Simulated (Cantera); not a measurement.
What does this Cantera script print?

```python
import numpy as np
import cantera as ct

gas_names = """
    CL CLO CL2 H HCL HOCL HO2 H2 H2O H2O2 Mg MgCL MgCL2 MgH MgO MgOH MgO2H2 Mg2 O OH O2 O3
""".split()
cond_names = """
    H2O(s) H2O(L) Mg(cr) Mg(L) MgCL2(s) MgCL2(L) MgO(s) MgO(L) MgO2H2(s)
""".split()


# ... load() reads the species with a 1 bar reference pressure and builds the phases ...
atoms = {
    'MgO': {'Mg': 1, 'O': 1},
    'HCl': {'H': 1, 'CL': 1},
    'O2': {'O': 2},
}
top_T = {}  # K; cautious upper limits of use, not melting points


# ... equilibrate(T, P, feed) seeds the gas with the atoms and calls Mixture.equilibrate('TP', solver="vcs", rtol=1e-11, max_steps=5000) ...
results = []
feed = {'MgO': 1, 'HCl': 13, 'O2': 1.9}  # mol
T = 1123  # K
P = 21  # Pa
mix = equilibrate(T, P, feed)
results.append((T, P, feed, dict(zip(mix.species_names, mix.species_moles))))
x = sorted(zip(gas.X, gas.species_names), reverse=True)
print(f"T = {T:g} K  P = {P:g} Pa  gas = {mix.phase_moles(0):.4g} mol")
print("   x: " + "  ".join(f"{s} {v:.3e}" for v, s in x if v > 1e-06))
print("   condensed (mol): " + ("  ".join(f"{mix.phase(i).name} {mix.phase_moles(i):.4g}"
      for i in range(1, mix.n_phases) if mix.phase_moles(i) > 1e-12) or "none"))
```

Output:

```
T = 1123 K  P = 21 Pa  gas = 14.84 mol
   x: HCL 8.174e-01  O2 1.148e-01  H2O 2.932e-02  CL 1.822e-02  CL2 1.737e-02  MgCL2 2.844e-03  CLO 4.124e-06  OH 3.785e-06
   condensed (mol): MgO(s) 0.9578
```

Equilibrium computed with Cantera from the NASA thermochemical tables; the gas is ideal and each condensed phase is pure.
